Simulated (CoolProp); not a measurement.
Model: reference Helmholtz-energy equation of state, Penoncello 2003, in CoolProp.

Problem. For CHF3 (R23), give the phase and the speed of sound (m/s) at 319.6 K and 44.6 MPa.

Solution. 
- 319.6 K and 44.6 MPa: supercritical; speed of sound 598
